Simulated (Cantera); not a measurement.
# C6H6 + NH3 + H2 (carbon deposition, reforming and gasification)

Feed: 1 mol C6H6, 0.33 mol NH3, 1.9 mol H2, equilibrated at 24.0 bar.

Cantera equilibrium calculation (NASA polynomials, part measured and part estimated; ideal gas, pure solids and liquids). Candidate condensed phases: C, C6H6, C7H8, C8H18; 92 gas species. Kinetics and transport are ignored.

From 673 K to 2873 K the condensed part is C(graphite). The main C-bearing gas is CH4 at 673 K and C2H2 (acetylene) at 2873 K. The share of C in condensed phases is highest at 2073 K (98.7 %) and lowest at 673 K (56.3 %).

| T (K) | log p H2 | log p CH4 | log p N2 | log p C2H2 (acetylene) | log p H | log p HCN | log p HNC | log p NH3 | n C(graphite) |
|---|---|---|---|---|---|---|---|---|---|
| 673 | 0.07 | 1.33 | 0.13 | <-10 | <-10 | -8.58 | <-10 | -1.70 | 3.38 |
| 873 | 0.79 | 1.22 | 0.08 | -9.87 | -9.94 | -5.87 | -9.16 | -1.60 | 3.72 |
| 1073 | 1.15 | 0.95 | -0.01 | -7.00 | -7.28 | -4.25 | -6.86 | -1.72 | 4.48 |
| 1273 | 1.29 | 0.56 | -0.09 | -5.14 | -5.50 | -3.20 | -5.35 | -1.97 | 5.27 |
| 1473 | 1.34 | 0.15 | -0.13 | -3.85 | -4.23 | -2.45 | -4.26 | -2.23 | 5.69 |
| 1673 | 1.35 | -0.21 | -0.14 | -2.89 | -3.27 | -1.89 | -3.45 | -2.45 | 5.86 |
| 1873 | 1.36 | -0.49 | -0.15 | -2.15 | -2.51 | -1.46 | -2.81 | -2.63 | 5.91 |
| 2073 | 1.36 | -0.73 | -0.17 | -1.55 | -1.90 | -1.12 | -2.31 | -2.79 | 5.92 |
| 2273 | 1.36 | -0.92 | -0.20 | -1.06 | -1.40 | -0.84 | -1.90 | -2.93 | 5.89 |
| 2473 | 1.36 | -1.09 | -0.24 | -0.66 | -0.97 | -0.62 | -1.56 | -3.05 | 5.81 |
| 2673 | 1.35 | -1.24 | -0.30 | -0.32 | -0.62 | -0.45 | -1.30 | -3.18 | 5.66 |
| 2873 | 1.33 | -1.38 | -0.37 | -0.04 | -0.31 | -0.32 | -1.09 | -3.31 | 5.41 |
log p: log10 of the partial pressure in bar; n: condensed amount in mol.
